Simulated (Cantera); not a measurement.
Stirred combustor or abatement burner

A perfectly stirred reactor is fed with 4.75 % CH₄, 0.218 % H₂, 20.0 % O₂, 75.0 % N₂, equivalence ratio 0.48, at 0.630 bar; it is adiabatic with a 475 K inlet, and is followed from long to short residence time, starting on the burning branch (τ in s: 0.024, 0.013, 0.0072, 0.0039, 0.0021, 0.0012, 0.00063, 0.00034, 0.00019, 0.0001, 5.5e-05, 3e-05, 1.6e-05).

Cantera simulation using GRI-Mech 3.0 (53 species, 325 reactions); the numbers are that mechanism's predictions, not measurements.

| τ (s) | T (K) | x CH₄ | x H₂ | x O₂ | x H | x CH₂O | x HO₂ |
|---|---|---|---|---|---|---|---|
| 0.024 | 1569 | 5.29e-5 | 0.000218 | 0.104 | 7.28e-5 | 5.21e-6 | 6.33e-6 |
| 0.013 | 1560 | 7.87e-5 | 0.000322 | 0.104 | 0.000128 | 7.92e-6 | 8.90e-6 |
| 0.0072 | 1549 | 0.000117 | 0.000464 | 0.105 | 0.000215 | 1.19e-5 | 1.22e-5 |
| 0.0039 | 1533 | 0.000180 | 0.000671 | 0.105 | 0.000358 | 1.82e-5 | 1.67e-5 |
| 0.0021 | 1508 | 0.000292 | 0.000964 | 0.106 | 0.000569 | 2.85e-5 | 2.30e-5 |
| 0.0012 | 1476 | 0.000489 | 0.00134 | 0.108 | 0.000801 | 4.51e-5 | 3.11e-5 |
| 0.00063 | 1409 | 0.00116 | 0.00212 | 0.113 | 0.000953 | 9.23e-5 | 5.05e-5 |
| 0.00034 | 475 | 0.0475 | 0.00218 | 0.200 | <1e-12 | <1e-12 | <1e-12 |
| 0.00019 | 475 | 0.0475 | 0.00218 | 0.200 | <1e-12 | <1e-12 | <1e-12 |
| 0.00010 | 475 | 0.0475 | 0.00218 | 0.200 | <1e-12 | <1e-12 | <1e-12 |
| 5.5e-5 | 475 | 0.0475 | 0.00218 | 0.200 | <1e-12 | <1e-12 | <1e-12 |
| 3.0e-5 | 475 | 0.0475 | 0.00218 | 0.200 | <1e-12 | <1e-12 | <1e-12 |
| 1.6e-5 | 475 | 0.0475 | 0.00218 | 0.200 | <1e-12 | <1e-12 | <1e-12 |
x: mole fraction; the columns are a selection and need not sum to one.
